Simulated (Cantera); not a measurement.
## Adiabatic ignition

An adiabatic, constant-pressure homogeneous reactor starts with 4.64 % CH4, 0.204 % CO, 20.0 % O2, 75.2 % N2, equivalence ratio 0.47, at 1475 K and 1.00 bar.

Model: GRI-Mech 3.0 (53 species, 325 reactions), integrated in Cantera.

| t (s) | T (K) | x CH4 | x CO | x O2 | x N2O | x C2H2 | x C2H6 |
|---|---|---|---|---|---|---|---|
| 4.00e-6 | 1475 | 0.0464 | 0.00204 | 0.200 | <1e-12 | <1e-12 | <1e-12 |
| 1.29e-5 | 1475 | 0.0464 | 0.00204 | 0.200 | 1.07e-12 | <1e-12 | 3.62e-11 |
| 4.15e-5 | 1475 | 0.0464 | 0.00204 | 0.200 | 8.34e-12 | <1e-12 | 1.59e-9 |
| 0.000134 | 1475 | 0.0464 | 0.00204 | 0.200 | 7.00e-11 | 3.33e-12 | 1.04e-7 |
| 0.000431 | 1476 | 0.0462 | 0.00205 | 0.199 | 5.23e-10 | 2.31e-9 | 1.69e-5 |
| 0.00139 | 2286 | <1e-12 | 0.00674 | 0.103 | 4.96e-7 | <1e-12 | <1e-12 |
| 0.00447 | 2380 | <1e-12 | 0.00269 | 0.104 | 5.96e-7 | <1e-12 | <1e-12 |
| 0.0144 | 2376 | <1e-12 | 0.00264 | 0.102 | 5.97e-7 | <1e-12 | <1e-12 |
| 0.0464 | 2367 | <1e-12 | 0.00255 | 0.100 | 6.14e-7 | <1e-12 | <1e-12 |
| 0.150 | 2361 | <1e-12 | 0.00248 | 0.0984 | 6.36e-7 | <1e-12 | <1e-12 |
| 0.482 | 2361 | <1e-12 | 0.00248 | 0.0983 | 6.38e-7 | <1e-12 | <1e-12 |
| 1.55 | 2361 | <1e-12 | 0.00248 | 0.0983 | 6.38e-7 | <1e-12 | <1e-12 |
| 5.00 | 2361 | <1e-12 | 0.00248 | 0.0983 | 6.38e-7 | <1e-12 | <1e-12 |
x: mole fraction; the columns are a selection and need not sum to one.

```
Quantity                                                            Result
---------------------------------  ---------------------------------------
time of steepest temperature rise                                  1.15 ms
temperature at 5.00 s                                               2361 K
equilibrium temperature                                             2361 K
x(CH4) at 5.00 s                     <1e-12 (gas-phase equilibrium <1e-12)
x(CO) at 5.00 s                    0.00248 (gas-phase equilibrium 0.00248)
x(O2) at 5.00 s                      0.0983 (gas-phase equilibrium 0.0983)
```
